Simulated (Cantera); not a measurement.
Input: 1 mol CCl₄, 2 mol H₂, held at 600 K and 1.00 Torr.

Method: chemical equilibrium by Gibbs-energy minimisation in Cantera with the NASA 1993 tables (ideal gas, pure condensed phases). Candidate condensed phases: C, C₆H₆, C₇H₈, C₈H₁₈; 91 gas species. Kinetics and transport are ignored.

Base state: HCl 1.00 (mole fractions); condensed: C(graphite).

What changes in the equilibrium state with this change: H₂ from 2 to 0.15 mol?


```csv
species,before,after
Cl₂,2.95e-9,0.849
HCl,1.00,0.141
CCl₄,<1e-9,0.0100
"C(graphite), mol",1.00,0.979
```
Gases not in the tables: chlorinated aromatics.
